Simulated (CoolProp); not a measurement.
Saturation properties of n-octane (Tc = 295.6 °C, pc = 2.484 MPa, ω = 0.398).

Values from CoolProp's reference Helmholtz-energy equation of state, Beckmüller 2019.

```csv
T (°C),p (MPa),enthalpy of vaporisation (kJ/kg),liquid cp (kJ/(kg K)),vapour Z,surface tension (mN/m),liquid viscosity (µPa s)
102.45,0.05072,316.9,2.542,0.9654,14.0,241
106.95,0.05847,314.0,2.562,…,13.6,232
111.45,0.06714,311.0,2.582,0.9578,13.2,224
116.05,0.07702,308.0,2.603,0.9536,12.8,216
120.55,0.08777,305.0,2.624,…,12.4,209
125.05,0.09967,301.9,2.645,0.9444,12.0,202
129.65,0.1131,298.7,2.666,0.9392,11.6,195
134.15,0.1276,295.5,2.688,0.9339,11.3,188
138.65,0.1434,…,2.709,0.9283,10.9,182
143.25,0.1612,289.0,2.731,0.9222,10.5,176
147.75,0.1802,285.6,2.753,0.9160,10.1,170
152.25,0.2009,282.2,2.776,0.9094,9.73,164
156.85,0.2239,278.7,2.799,0.9023,…,…
161.35,0.2483,275.1,2.822,0.8951,8.98,153
165.95,0.2753,271.4,2.846,0.8873,8.60,148
```

Problem. What belongs in the gaps?

Solution. 
- 106.95, vapour Z: 0.9617
- 120.55, vapour Z: 0.9491
- 138.65, enthalpy of vaporisation (kJ/kg): 292.3
- 156.85, surface tension (mN/m): 9.35
- 156.85, liquid viscosity (µPa s): 159

It boils at 125.6 °C under 1 atm.

Viscosity comes from a separate model (Huber 2004). Surface tension comes from a separate correlation (Mulero 2012).
